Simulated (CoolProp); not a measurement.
Vapour-liquid equilibrium of ethylene (1) + 1-butene (2) at 1.47 bar; x and y are mole fractions of (1).

The numbers come from the multi-fluid Helmholtz-energy mixture model, Smukala 2000 and Lemmon 2005; pair parameters Bell 2016 in CoolProp.

```csv
x,"bubble temperature, mixture model (K)","bubble temperature, Raoult's law (K)","y, mixture model","y, Raoult's law"
0.05,(withheld),246.6,0.668,0.724
0.125,(withheld),223.8,(withheld),0.923
0.2,212.0,211.5,(withheld),0.967
0.275,203.6,203.6,(withheld),0.983
0.35,(withheld),197.8,0.989,0.990
0.425,193.1,193.4,0.993,0.994
0.5,(withheld),189.8,0.996,0.996
0.575,186.6,186.8,0.997,0.997
0.65,184.2,184.3,0.998,0.998
0.725,(withheld),182.1,0.999,0.999
0.8,180.2,180.2,0.999,0.999
0.875,178.5,178.5,1.000,1.000
0.95,176.9,176.9,1.000,1.000
```

Complete the blanks.


- 0.05, bubble temperature, mixture model (K): 249.8
- 0.125, bubble temperature, mixture model (K): 225.3
- 0.125, y, mixture model: 0.911
- 0.2, y, mixture model: 0.964
- 0.275, y, mixture model: 0.981
- 0.35, bubble temperature, mixture model (K): 197.6
- 0.5, bubble temperature, mixture model (K): 189.5
- 0.725, bubble temperature, mixture model (K): 182.0

The largest gap from Raoult's law is +3.2 K in bubble temperature, at x = 0.05. No azeotrope shows between x = 0.05 and 0.95.

Pair parameters are fitted to limited data, so mixtures are less certain than the pure fluids. The gap from Raoult's law changes sign with composition, which may be real or a fault of the pair parameters; it wasn't checked against measurements.
